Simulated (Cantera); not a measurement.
A closed system holds: 1 mol Si3H8, 4.7 mol HCl, 3.5 mol N2, equilibrated at 5.80 mbar.

Method: chemical equilibrium by Gibbs-energy minimisation in Cantera with the NASA 1993 tables (ideal gas, pure condensed phases). Candidate condensed phases: NH4Cl, Si, Si3N4; 28 gas species. The feed counts by its element totals alone. N2 is the only nitrogen source here; it is nearly inert below about 1500 K, so the nitride shown seldom forms there in practice. The numbers say what is thermodynamically allowed, not how fast it happens.

**Question.** What share of the Si ends up in condensed phases as a function of T (K), at 825, 875, 925, 975, 1025, 1075, 1125, 1175, 1225, 1275, 1325, 1375?

**Answer.** 
```csv
T (K),Si condensed (%),as
825,90.0,Si3N4(s)
875,91.1,Si3N4(s)
925,92.0,Si3N4(s)
975,92.7,Si3N4(s)
1025,93.4,Si3N4(s)
1075,93.9,Si3N4(s)
1125,94.3,Si3N4(s)
1175,94.5,Si3N4(s)
1225,94.4,Si3N4(s)
1275,93.7,Si3N4(s)
1325,92.0,Si3N4(s)
1375,88.7,Si3N4(s)
```
